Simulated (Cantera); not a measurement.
**Ignition delay**

Mixture: CH₄ : O₂ : N₂ : H₂O = 1 : 2.6 : 9.77 : 1 (molar parts), equivalence ratio 0.77, at 49000 Pa, adiabatic and at constant pressure. Ignition delay is the time to a rise of 400 K.

Computed with Cantera and GRI-Mech 3.0 (53 species, 325 reactions).

```json
[
 {"T0 (K)": "1148", "delay (ms)": "187"},
 {"T0 (K)": "1223", "delay (ms)": "61.6"},
 {"T0 (K)": "1298", "delay (ms)": "22.0"},
 {"T0 (K)": "1373", "delay (ms)": "8.52"},
 {"T0 (K)": "1448", "delay (ms)": "3.61"}
]
```

- apparent activation energy between 1298 and 1448 K: 190 kJ/mol
